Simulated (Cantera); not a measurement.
# Thermodynamics of nitride etching, feed BN + F2 + HCl

A closed system holds: 1 mol BN, 3.1 mol F2, 15 mol HCl, equilibrated at 1475 K.

These are equilibrium values from Cantera (NASA tables, ideal gas, pure condensed phases), not measurements of a reactor. Candidate condensed phases: B, BN, NH4Cl; 40 gas species. The tables' values for BF2 are old estimates; treat these amounts as uncertain. The numbers say what is thermodynamically allowed, not how fast it happens.

```tsv
P (Pa)	log p HCl	log p HF	log p Cl	log p Cl2	log p BF3	log p N2	log p H2	log p H
1	-5.22	-5.79	-5.79	-8.96	-6.29	-6.60	-8.82	-9.30
6.80	-4.39	-4.96	-4.96	-7.31	-5.46	-5.76	-8.82	-9.30
46	-3.56	-4.12	-4.15	-5.68	-4.63	-4.93	-8.77	-9.27
320	-2.71	-3.28	-3.40	-4.18	-3.78	-4.08	-8.58	-9.18
2200	-1.86	-2.43	-2.79	-2.97	-2.93	-3.23	-8.09	-8.93
15000	-1.02	-1.58	-2.30	-1.98	-2.09	-2.39	-7.40	-8.59
100000	-0.19	-0.76	-1.85	-1.09	-1.26	-1.56	-6.63	-8.20
```
log p: log10 of the partial pressure in bar; nothing condenses.

From 1.00 Pa to 100000 Pa nothing is condensed. The main B-bearing gas is BF3 throughout.
